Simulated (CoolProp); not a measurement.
Model: reference Helmholtz-energy equation of state, Thol 2017, in CoolProp.

**Question.** For octamethyltrisiloxane (MDM), give the phase and the cv (kJ/(kg K)), speed of sound (m/s) at 575 K and 101 kPa.

**Answer.** 
- 575 K and 101 kPa: gas; cv 2.06, speed of sound 140
